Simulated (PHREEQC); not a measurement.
0.13 g of hydrous ferric oxide (600 m²/g; 0.2 weak and 0.005 strong sites per Fe, Dzombak-Morel constants, diffuse double layer) in 1 kg of water with 0.01 mol/kgw of an inert sodium salt and 0.28 mmol/kgw H3BO3, at 25 °C; the pH is set by adding NaOH or the inert anion's acid. O2 is buffered at 0.21 atm. No CO2 enters from the air. No solid was allowed to form.

Base run: PHREEQC, ion-association model, wateq4f.dat. Each further column changes one thing. The table gives surface charge σ (C/m²).

```tsv
pH	base	background salt from 0.01 to 0.001 mol/kgw	oxide from 0.13 to 0.65 g/kgw	7.3e-05 mol/kgw Na2SO4 added
3	0.325	0.254	0.326	___
3.5	0.275	0.175	0.277	0.150
4.5	0.160	0.079	0.161	0.087
5	0.113	___	0.114	0.062
5.5	0.077	0.031	0.077	0.045
6.5	0.030	0.011	0.030	0.024
7	0.017	___	0.017	0.016
7.5	0.008	0.003	0.008	0.008
8.5	-0.005	-0.002	-0.005	-0.005
9	-0.013	-0.005	-0.013	-0.013
```

Task: Fill in the missing entries.

Result: 
- 3, 7.3e-05 mol/kgw Na2SO4 added: 0.173
- 5, background salt from 0.01 to 0.001 mol/kgw: 0.051
- 7, background salt from 0.01 to 0.001 mol/kgw: 0.006

The oxide is taken as insoluble; below pH 4 it would dissolve.
